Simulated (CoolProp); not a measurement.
A single-stage vapour-compression cycle with the fluid: evaporating at 313.15 K (dew point), condensing at 349.15 K (bubble point), superheat 10 K, subcooling 8 K, compressor efficiency 0.6, no pressure losses. The same conditions are run with several fluids, on thermodynamics alone (safety and materials aside).

Model: reference Helmholtz-energy equation of state of each fluid (R365MFC: Lemmon 2016; R141b: Lemmon 2006; vinyl chloride: Thol 2022; c-C4F8 (RC318): Platzer 1990; 1,2-dichloroethane: Thol 2015; n-perfluorohexane: Gao 2022), in CoolProp. The equations of Platzer and Polt are older, rougher fits.

**Question.** Rank R365MFC, R141b, vinyl chloride, c-C4F8 (RC318), 1,2-dichloroethane, n-perfluorohexane by cooling COP, highest first.

**Answer.** 1,2-dichloroethane (4.95), R141b (4.86), R365MFC (4.75), vinyl chloride (4.67), n-perfluorohexane (4.47), c-C4F8 (RC318) (4.25)

```
fluid               pressure ratio  discharge temperature (K)  refrigerating effect (kJ/kg)  volumetric capacity (kJ/m³)
------------------  --------------  -------------------------  ----------------------------  ---------------------------
R365MFC                       3.13                      358.4                           158                          915
R141b                         2.86                      375.0                           193                         1170
vinyl chloride                2.36                      391.4                           273                         4220
c-C4F8 (RC318)                2.50                      353.0                          72.3                         3020
1,2-dichloroethane            3.85                      397.1                           318                          244
n-perfluorohexane             3.38                      349.2                          67.1                          477
```

The compression ends wet for: n-perfluorohexane.
